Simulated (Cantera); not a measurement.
Hydrogen reduction and annealing atmospheres: Fe₃O₄ + H₂ + H₂O

Charge: 1 mol Fe₃O₄, 3.3 mol H₂, 0.3 mol H₂O, held at 1600 K.

Equilibrium computed with Cantera from the NASA thermochemical tables; the gas is ideal and each condensed phase is pure. Candidate condensed phases: Fe, FeO, Fe(OH)₂, Fe(OH)₃, Fe₂O₃, Fe₃O₄, H₂O; 12 gas species. The tables' stoichiometric FeO is somewhat more stable than real wüstite, so its field is too wide. FeO: taken at fixed stoichiometry. Equilibrium is a limit: real reactors are often held back by kinetics, nucleation or transport.

From 10.0 Pa to 10.0 bar the condensed part is FeO(s). The main Fe-bearing gas is Fe at 10.0 Pa and Fe(OH)₂ at 10.0 bar.

| P (Pa) | x H₂ | x H₂O | x Fe | x H | x OH | x FeO | x Fe(OH)₂ | n FeO(s) |
|---|---|---|---|---|---|---|---|---|
| 10 | 0.621 | 0.366 | 0.00853 | 0.00429 | 9.88e-5 | 3.00e-5 | 1.39e-5 | 2.97 |
| 68 | 0.635 | 0.362 | 0.00130 | 0.00166 | 3.70e-5 | 4.41e-6 | 1.38e-5 | 3.00 |
| 460 | 0.638 | 0.361 | 0.000193 | 0.000640 | 1.42e-5 | 6.51e-7 | 1.37e-5 | 3.00 |
| 3200 | 0.639 | 0.361 | 2.78e-5 | 0.000243 | 5.38e-6 | 9.36e-8 | 1.37e-5 | 3.00 |
| 22000 | 0.639 | 0.361 | 4.04e-6 | 9.26e-5 | 2.05e-6 | 1.36e-8 | 1.37e-5 | 3.00 |
| 150000 | 0.639 | 0.361 | 5.92e-7 | 3.55e-5 | 7.85e-7 | 2.00e-9 | 1.37e-5 | 3.00 |
| 1000000 | 0.639 | 0.361 | 8.88e-8 | 1.37e-5 | 3.04e-7 | 3.00e-10 | 1.37e-5 | 3.00 |
x: gas mole fraction; n: condensed amount in mol.
